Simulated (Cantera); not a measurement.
A Cantera script and its output.

```python
import numpy as np
import cantera as ct

gas = ct.Solution("gri30.yaml")
gas.TPX = 1100, 140000, {'CH4': 1, 'O2': 1.67, 'N2': 6.27, 'CO2': 0.33}
reactor = ct.IdealGasConstPressureReactor(gas, energy="on", clone=False)
net = ct.ReactorNet([reactor])
net.rtol, net.atol = 1e-08, 1e-16
show = ['CH4', 'O2', 'CO2', 'NO', 'H']
times = np.geomspace(1e-06, 2, 11)

steps = ct.SolutionArray(gas, extra=["t"])
rows = []
print(f"{'t/s':>10s}{'T/K':>9s}{'P/Pa':>11s}" + "".join(f"{s:>11s}" for s in show))
for t in times:
    while net.time < t:
        t_next = net.step()
        steps.append(gas.state, t=t_next)
    rows.append([np.interp(t, steps.t, y) for y in (steps.T, steps.P, *steps(*show).X.T)])
    print(f"{t:10.3e}{rows[-1][0]:9.1f}{rows[-1][1]:11.4g}" + "".join(f"{x:11.3e}" for x in rows[-1][2:]))
rate = np.gradient(steps.T, steps.t)
print("integrator steps:", len(steps.t))
if steps.T.max() > steps.T[0] + 200:
    print(f"time of steepest temperature rise: {steps.t[rate.argmax()]:.4e} s")
gas.TPX = 1100, 140000, {'CH4': 1, 'O2': 1.67, 'N2': 6.27, 'CO2': 0.33}
gas.equilibrate("HP")
print(f"equilibrium (HP): T = {gas.T:.1f} K  " + "  ".join(f"{s} {gas[s].X[0]:.3e}" for s in show))
```

Result:

```
       t/s      T/K       P/Pa        CH4         O2        CO2         NO          H
 1.000e-06   1100.0    1.4e+05  1.079e-01  1.802e-01  3.560e-02  1.990e-26  2.696e-13
 4.267e-06   1100.0    1.4e+05  1.079e-01  1.802e-01  3.560e-02  5.976e-25  4.266e-13
 1.821e-05   1100.0    1.4e+05  1.079e-01  1.802e-01  3.560e-02  7.574e-24  5.877e-13
 7.768e-05   1100.0    1.4e+05  1.079e-01  1.802e-01  3.560e-02  1.062e-22  1.310e-12
 3.314e-04   1100.0    1.4e+05  1.079e-01  1.802e-01  3.560e-02  1.894e-21  5.341e-12
 1.414e-03   1100.0    1.4e+05  1.079e-01  1.802e-01  3.560e-02  4.698e-20  4.415e-11
 6.034e-03   1100.0    1.4e+05  1.079e-01  1.801e-01  3.560e-02  1.634e-18  2.893e-10
 2.575e-02   1100.4    1.4e+05  1.078e-01  1.801e-01  3.560e-02  1.814e-17  6.480e-10
 1.099e-01   1105.8    1.4e+05  1.067e-01  1.793e-01  3.560e-02  8.318e-16  7.898e-09
 4.687e-01   2553.5    1.4e+05  1.421e-14  3.084e-03  7.855e-02  2.773e-03  3.912e-03
 2.000e+00   2553.5    1.4e+05  1.421e-14  3.084e-03  7.855e-02  2.773e-03  3.912e-03
integrator steps: 2481
time of steepest temperature rise: 1.7495e-01 s
equilibrium (HP): T = 2553.5 K  CH4 1.731e-14  O2 3.084e-03  CO2 7.855e-02  NO 2.773e-03  H 3.912e-03
```

Computed with Cantera and GRI-Mech 3.0 (53 species, 325 reactions).
